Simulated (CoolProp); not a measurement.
A single-stage vapour-compression cycle with the fluid: evaporating at 324.15 K (dew point), condensing at 353.15 K (bubble point), superheat 5 K, subcooling 5 K, compressor efficiency 0.85, no pressure losses. The same conditions are run with several fluids, on thermodynamics alone (safety and materials aside).

Computed with CoolProp (reference Helmholtz-energy equation of state of each fluid (R236EA: Rui 2013; isobutane: Bücker 2006; cyclohexane: Zhou 2014; ethanol: Schroeder 2014; 1,2-dichloroethane: Thol 2015; cis-2-butene: Lemmon 2005)).

```
fluid               cooling COP  pressure ratio  discharge temperature (K)  refrigerating effect (kJ/kg)  volumetric capacity (kJ/m³)
------------------  -----------  --------------  -------------------------  ----------------------------  ---------------------------
R236EA                     8.21            2.14                      353.1                           113                         3360
isobutane                  8.11            1.91                      355.1                           242                         4250
cyclohexane                8.95            2.63                      355.7                           334                          394
ethanol                    8.98            3.49                      388.2                           831                          437
1,2-dichloroethane         9.06            2.80                      370.2                           314                          372
cis-2-butene               8.57            2.03                      359.5                           313                         3290
```

The compression ends wet for: R236EA.
